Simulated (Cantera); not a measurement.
Thermodynamics of titanium nitride, carbide and oxide coatings, feed Ti(OiPr)4 + O2 + H2O

Charge: 1 mol Ti(OiPr)4, 4.5 mol O2, 3.6 mol H2O, equilibrated at 1875 K and 1330 Pa.

These are equilibrium values from Cantera (NASA tables, ideal gas, pure condensed phases), not measurements of a reactor. Candidate condensed phases: C, C6H6, C7H8, C8H18, H2O, Ti, TiC, TiO, TiO2, Ti2O3, Ti3O5, Ti4O7; 113 gas species. The feed counts by its element totals alone. Mutual solubility and eutectic melting of coexisting phases are not modelled. Condensed phases not in the tables: Magnéli phases beyond Ti4O7. Kinetics and transport are ignored.

```
Quantity                                   Result
--------------------------------------  ---------
x(H2)                                       0.514
x(CO)                                       0.390
x(H2O)                                     0.0778
x(CO2)                                     0.0144
x(H)                                      0.00407
x(OH)                                     4.80e-5
x(TiO2)                                   1.41e-6
n(TiO2(rutile))                         0.459 mol
n(Ti4O7(s))                             0.135 mol
gas amount                              29.66 mol
log10 activity of Ti3O5(s) (absent)         -0.09
log10 activity of Ti2O3(s) (absent)         -0.68
log10 activity of C(graphite) (absent)      -5.16
```
